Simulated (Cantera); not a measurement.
**Adiabatic ignition**

An adiabatic, constant-volume homogeneous reactor starts with 9.21 % CH4, 0.498 % C2H6, 9.58 % O2, 80.7 % N2, equivalence ratio 2.1, at 1298 K and 3.06 atm.

Detailed kinetics in Cantera: GRI-Mech 3.0 (53 species, 325 reactions).

| t (s) | T (K) | P (bar) | x CH4 | x C2H6 | x O2 | x CH3 | x C2H | x H2O2 |
|---|---|---|---|---|---|---|---|---|
| 9.00e-6 | 1298 | 3.10 | 0.0921 | 0.00497 | 0.0958 | 1.66e-6 | <1e-12 | 1.32e-9 |
| 2.45e-5 | 1298 | 3.10 | 0.0921 | 0.00497 | 0.0958 | 4.46e-6 | <1e-12 | 1.07e-8 |
| 6.66e-5 | 1298 | 3.10 | 0.0921 | 0.00497 | 0.0958 | 1.15e-5 | <1e-12 | 8.19e-8 |
| 0.000181 | 1298 | 3.10 | 0.0921 | 0.00495 | 0.0958 | 2.57e-5 | <1e-12 | 3.65e-7 |
| 0.000493 | 1299 | 3.10 | 0.0919 | 0.00490 | 0.0957 | 3.42e-5 | <1e-12 | 6.00e-7 |
| 0.00134 | 1302 | 3.11 | 0.0913 | 0.00473 | 0.0952 | 4.11e-5 | <1e-12 | 1.13e-6 |
| 0.00365 | 1345 | 3.22 | 0.0846 | 0.00384 | 0.0896 | 0.000105 | 2.61e-12 | 6.23e-6 |
| 0.00993 | 2150 | 5.69 | 0.000124 | 2.02e-9 | 5.04e-8 | 1.27e-5 | 1.76e-8 | 1.11e-10 |
| 0.0270 | 2149 | 5.69 | 1.06e-9 | <1e-12 | 5.05e-8 | 1.10e-10 | <1e-12 | 1.11e-10 |
| 0.0735 | 2150 | 5.69 | 8.57e-10 | <1e-12 | 5.07e-8 | 8.86e-11 | <1e-12 | 1.11e-10 |
| 0.200 | 2150 | 5.69 | 8.37e-10 | <1e-12 | 5.07e-8 | 8.66e-11 | <1e-12 | 1.11e-10 |
x: mole fraction; the columns are a selection and need not sum to one.

```
Item                                                                   Value
---------------------------------  -----------------------------------------
time of steepest temperature rise                                    4.66 ms
temperature at 0.200 s                                                2150 K
equilibrium temperature                                               2150 K
x(CH4) at 0.200 s                  8.37e-10 (gas-phase equilibrium 9.50e-10)
x(C2H6) at 0.200 s                     <1e-12 (gas-phase equilibrium <1e-12)
x(O2) at 0.200 s                     5.07e-8 (gas-phase equilibrium 5.07e-8)
```
